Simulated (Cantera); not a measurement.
Feed: 1 mol TiO2, 0.55 mol H2, held at 9.75 Torr.

Equilibrium computed with Cantera from the NASA thermochemical tables; the gas is ideal and each condensed phase is pure. Candidate condensed phases: H2O, Ti, TiO, TiO2, Ti2O3, Ti3O5, Ti4O7; 12 gas species. Mutual solubility and eutectic melting of coexisting phases are not modelled. Condensed phases not in the tables: Magnéli phases beyond Ti4O7. The numbers say what is thermodynamically allowed, not how fast it happens.

x: gas mole fraction; n: condensed amount in mol.

| T (°C) | x H2 | x H2O | x H | x OH | x TiO2 | x O | x O2 | n TiO2(rutile) | n Ti4O7(s) | n Ti4O7(l) |
|---|---|---|---|---|---|---|---|---|---|---|
| 1377 | 0.957 | 0.0421 | 0.000779 | 1.55e-6 | 6.86e-9 | 1.03e-9 | 2.05e-11 | 0.907 | 0.0232 | 0 |
| 1427 | 0.943 | 0.0560 | 0.00125 | 3.85e-6 | 2.56e-8 | 4.10e-9 | 1.09e-10 | 0.877 | 0.0308 | 0 |
| 1477 | 0.925 | 0.0730 | 0.00196 | 9.08e-6 | 8.82e-8 | 1.52e-8 | 5.33e-10 | 0.839 | 0.0402 | 0 |
| 1527 | 0.904 | 0.0935 | 0.00299 | 2.04e-5 | 2.84e-7 | 5.22e-8 | 2.39e-9 | 0.794 | 0.0515 | 0 |
| 1577 | 0.878 | 0.117 | 0.00443 | 4.38e-5 | 8.55e-7 | 1.68e-7 | 9.89e-9 | 0.741 | 0.0648 | 0 |
| 1627 | 0.848 | 0.145 | 0.00641 | 9.01e-5 | 2.43e-6 | 5.11e-7 | 3.82e-8 | [?] | 0.0801 | 0 |
| 1677 | 0.815 | 0.176 | 0.00907 | 0.000178 | 6.51e-6 | 1.47e-6 | 1.38e-7 | [?] | 0 | 0.0974 |
| 1727 | 0.713 | 0.274 | 0.0120 | 0.000462 | 1.66e-5 | 5.70e-6 | 9.44e-7 | [?] | 0 | 0.152 |
| 1777 | 0.590 | 0.393 | 0.0153 | 0.00111 | 4.04e-5 | 2.08e-5 | 5.95e-6 | [?] | 0 | 0.219 |
| 1827 | 0.531 | 0.447 | 0.0199 | 0.00200 | 8.75e-5 | 5.35e-5 | 1.92e-5 | 0 | 0 | 0.250 |
| 1877 | 0.525 | 0.444 | 0.0268 | 0.00293 | 0.000172 | 0.000105 | 3.78e-5 | 0 | 0 | 0.250 |

Task: What belongs in the gaps?

Result: 
- 1627, n TiO2(rutile): 0.680
- 1677, n TiO2(rutile): 0.610
- 1727, n TiO2(rutile): 0.392
- 1777, n TiO2(rutile): 0.125
